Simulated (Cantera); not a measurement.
Cantera run:

```python
import numpy as np
import cantera as ct

gas_names = """
    C CO CO2 C2 C2O C3 C3O2 C4 C5 Ca CaO Ca2 O O2 O3
""".split()
cond_names = """
    C(gr) Ca(a) Ca(b) Ca(L) CaCO3(caL) CaO(s) CaO(L)
""".split()


# ... load() reads the species with a 1 bar reference pressure and builds the phases ...
atoms = {
    'CaCO3': {'Ca': 1, 'C': 1, 'O': 3},
    'CO2': {'C': 1, 'O': 2},
    'O2': {'O': 2},
}
top_T = {'C(gr)': 4500}  # K; cautious upper limits of use, not melting points


# ... equilibrate(T, P, feed) seeds the gas with the atoms and calls Mixture.equilibrate('TP', solver="vcs", rtol=1e-11, max_steps=5000) ...
results = []
T = 1675  # K
P = 1000  # Pa
for m in [0.13, 0.24, 0.42, 0.73, 1.3, 2.3, 4, 7]:
    feed = {'CaCO3': 1, 'CO2': 3.9, 'O2': m}  # mol
    mix = equilibrate(T, P, feed)
    results.append((T, P, feed, dict(zip(mix.species_names, mix.species_moles))))

top = {s: max(r[3][s] / sum(r[3][g] for g in gas_names) for r in results) for s in gas_names}
cols = sorted((s for s in top if top[s] > 0.001), key=lambda s: -top[s])[:6]
seen = [c for c in cond_names if any(r[3].get(c, 0) > 1e-12 for r in results)]
print("log10 of partial pressures in bar; condensed amounts in mol")
print(f"{'n(O2)':>10s}" + "".join(f"{s[:9]:>10s}" for s in cols + seen))
for T, P, feed, n in results:
    ng = sum(n[g] for g in gas_names)
    print(f"{feed['O2']:10.4g}" + "".join(f"{np.log10(max(n[s] / ng * P / 1e5, 1e-99)):10.3f}" for s in cols)
          + "".join(f"{n.get(c, 0):10.4g}" for c in seen))
```

It prints:

```
log10 of partial pressures in bar; condensed amounts in mol
     n(O2)       CO2        O2        CO    CaO(s)
      0.13    -2.013    -3.564    -4.523         1
      0.24    -2.022    -3.321    -4.653         1
      0.42    -2.037    -3.099    -4.779         1
      0.73    -2.061    -2.886    -4.910         1
       1.3    -2.103    -2.678    -5.055         1
       2.3    -2.168    -2.495    -5.211         1
         4    -2.260    -2.347    -5.377         1
         7    -2.386    -2.231    -5.562         1
```

These are equilibrium values from Cantera (NASA tables, ideal gas, pure condensed phases), not measurements of a reactor.
